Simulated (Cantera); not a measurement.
Stirred combustor or abatement burner

A perfectly stirred reactor is fed with 25.2 % H₂, 15.7 % O₂, 59.1 % N₂, equivalence ratio 0.80, at 1.00 bar; it is adiabatic with a 573 K inlet, and is followed from long to short residence time, starting on the burning branch (τ in s: 0.17, 0.09, 0.048, 0.025, 0.013, 0.007, 0.0037, 0.002, 0.001, 0.00055, 0.00029, 0.00015, 8.1e-05).

Cantera simulation using the H2/O2 subset of GRI-Mech 3.0, which has no nitrogen chemistry; the numbers are that mechanism's predictions, not measurements.

| τ (s) | T (K) | x H₂ | x O₂ | x O | x H | x OH |
|---|---|---|---|---|---|---|
| 0.17 | 2352 | 0.00428 | 0.0351 | 0.00130 | 0.000860 | 0.00959 |
| 0.090 | 2351 | 0.00438 | 0.0351 | 0.00133 | 0.000889 | 0.00968 |
| 0.048 | 2348 | 0.00456 | 0.0351 | 0.00138 | 0.000945 | 0.00984 |
| 0.025 | 2343 | 0.00491 | 0.0352 | 0.00149 | 0.00106 | 0.0101 |
| 0.013 | 2334 | 0.00556 | 0.0353 | 0.00168 | 0.00128 | 0.0107 |
| 0.0070 | 2318 | 0.00665 | 0.0355 | 0.00202 | 0.00170 | 0.0115 |
| 0.0037 | 2291 | 0.00847 | 0.0360 | 0.00261 | 0.00250 | 0.0127 |
| 0.0020 | 2252 | 0.0111 | 0.0367 | 0.00350 | 0.00391 | 0.0142 |
| 0.0010 | 2188 | 0.0149 | 0.0380 | 0.00497 | 0.00660 | 0.0157 |
| 0.00055 | 2116 | 0.0188 | 0.0395 | 0.00662 | 0.0102 | 0.0167 |
| 0.00029 | 2021 | 0.0232 | 0.0417 | 0.00871 | 0.0156 | 0.0172 |
| 0.00015 | 1908 | 0.0277 | 0.0444 | 0.0110 | 0.0230 | 0.0167 |
| 8.1e-5 | 1791 | 0.0319 | 0.0476 | 0.0130 | 0.0315 | 0.0154 |
x: mole fraction; the columns are a selection and need not sum to one.
